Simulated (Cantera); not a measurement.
A freely propagating, adiabatic, planar premixed flame of CH₄ : C₂H₆ : O₂ : N₂ = 1 : 0.066 : 1.86 : 4.83 (molar parts), unburnt at 348 K and 0.612 atm; unity-Lewis-number transport, grid criteria slope 0.08 and curve 0.16, no radiation.

Model: GRI-Mech 3.0 (53 species, 325 reactions), integrated in Cantera. Unity Lewis numbers drop preferential diffusion, which matters most where H2 and H carry the flame. Burning velocities carry a grid error of a few per cent, more on coarse grids.

Task: Predict: laminar burning velocity; thermal thickness; peak x(C₂H₂); peak x(C₂H); peak x(CO).

Result: 
```
Quantity                      Value
------------------------  ---------
laminar burning velocity  59.9 cm/s
thermal thickness          0.532 mm
peak x(C₂H₂)               0.000611
peak x(C₂H)                 2.18e-6
peak x(CO)                   0.0824
```
